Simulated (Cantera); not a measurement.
Feed: 1 mol FeS, 2500 mol H₂, held at 13.3 mbar.

Equilibrium computed with Cantera from the NASA thermochemical tables; the gas is ideal and each condensed phase is pure. Candidate condensed phases: Fe, FeS, FeS₂, S; 8 gas species. FeS: taken at fixed stoichiometry. Kinetics and transport are ignored.

x: gas mole fraction; n: condensed amount in mol.

```json
[
 {"T (K)": "748", "x H₂": "1.000", "x H₂S": "7.71e-5", "x H": "2.49e-12", "x SH": "5.22e-12", "x S₂": "<1e-12", "x Fe": "<1e-12", "x S": "<1e-12", "n Fe(α)": "0.193", "n FeS(s)": "0.807", "n Fe(γ)": "0"},
 {"T (K)": "798", "x H₂": "1.000", "x H₂S": "0.000150", "x H": "2.31e-11", "x SH": "5.29e-11", "x S₂": "<1e-12", "x Fe": "<1e-12", "x S": "<1e-12", "n Fe(α)": "0.375", "n FeS(s)": "0.625", "n Fe(γ)": "0"},
 {"T (K)": "848", "x H₂": "1.000", "x H₂S": "0.000269", "x H": "1.65e-10", "x SH": "4.07e-10", "x S₂": "6.17e-12", "x Fe": "<1e-12", "x S": "<1e-12", "n Fe(α)": "0.672", "n FeS(s)": "0.328", "n Fe(γ)": "0"},
 {"T (K)": "898", "x H₂": "1.000", "x H₂S": "0.000400", "x H": "9.48e-10", "x SH": "2.21e-9", "x S₂": "5.61e-11", "x Fe": "<1e-12", "x S": "<1e-12", "n Fe(α)": "1.00", "n FeS(s)": "0", "n Fe(γ)": "0"},
 {"T (K)": "948", "x H₂": "1.000", "x H₂S": "0.000400", "x H": "4.54e-9", "x SH": "7.07e-9", "x S₂": "1.99e-10", "x Fe": "<1e-12", "x S": "<1e-12", "n Fe(α)": "1.00", "n FeS(s)": "0", "n Fe(γ)": "0"},
 {"T (K)": "998", "x H₂": "1.000", "x H₂S": "0.000400", "x H": "(withheld)", "x SH": "(withheld)", "x S₂": "(withheld)", "x Fe": "1.01e-12", "x S": "(withheld)", "n Fe(α)": "1.00", "n FeS(s)": "0", "n Fe(γ)": "0"},
 {"T (K)": "1048", "x H₂": "1.000", "x H₂S": "0.000400", "x H": "6.69e-8", "x SH": "5.18e-8", "x S₂": "1.75e-9", "x Fe": "1.05e-11", "x S": "8.25e-12", "n Fe(α)": "1.00", "n FeS(s)": "0", "n Fe(γ)": "0"},
 {"T (K)": "1098", "x H₂": "1.000", "x H₂S": "0.000400", "x H": "2.14e-7", "x SH": "1.22e-7", "x S₂": "4.49e-9", "x Fe": "8.73e-11", "x S": "4.09e-11", "n Fe(α)": "1.00", "n FeS(s)": "0", "n Fe(γ)": "0"},
 {"T (K)": "1148", "x H₂": "1.000", "x H₂S": "0.000400", "x H": "(withheld)", "x SH": "(withheld)", "x S₂": "(withheld)", "x Fe": "(withheld)", "x S": "(withheld)", "n Fe(α)": "1.000", "n FeS(s)": "0", "n Fe(γ)": "0"},
 {"T (K)": "1198", "x H₂": "1.000", "x H₂S": "0.000399", "x H": "1.65e-6", "x SH": "5.51e-7", "x S₂": "2.34e-8", "x Fe": "3.48e-9", "x S": "6.74e-10", "n Fe(α)": "0", "n FeS(s)": "0", "n Fe(γ)": "1.000"},
 {"T (K)": "1248", "x H₂": "1.000", "x H₂S": "0.000399", "x H": "4.04e-6", "x SH": "1.07e-6", "x S₂": "4.82e-8", "x Fe": "1.75e-8", "x S": "2.31e-9", "n Fe(α)": "0", "n FeS(s)": "0", "n Fe(γ)": "1.000"},
 {"T (K)": "1298", "x H₂": "1.000", "x H₂S": "0.000398", "x H": "9.28e-6", "x SH": "1.96e-6", "x S₂": "9.39e-8", "x Fe": "7.73e-8", "x S": "7.21e-9", "n Fe(α)": "0", "n FeS(s)": "0", "n Fe(γ)": "1.000"}
]
```

Q: What belongs in the gaps?

A: 
- 998, x H: 1.86e-8
- 998, x SH: 2.01e-8
- 998, x S₂: 6.23e-10
- 998, x S: 1.42e-12
- 1148, x H: 6.20e-7
- 1148, x SH: 2.68e-7
- 1148, x S₂: 1.06e-8
- 1148, x Fe: 5.99e-10
- 1148, x S: 1.76e-10
